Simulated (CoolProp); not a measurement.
Values from CoolProp's reference Helmholtz-energy equation of state, Lemmon 2006. It is a short technical equation, of lower accuracy than the large ones.

Q: For acetone, give the phase and the density (kg/m³), cp (kJ/(kg K)), isothermal compressibility (1/MPa), expansivity (1/kK) at 149.55 °C and 23.5 bar.

A: 
- 149.55 °C and 23.5 bar: liquid; density 625, cp 2.63, isothermal compressibility 0.00605, expansivity 2.71
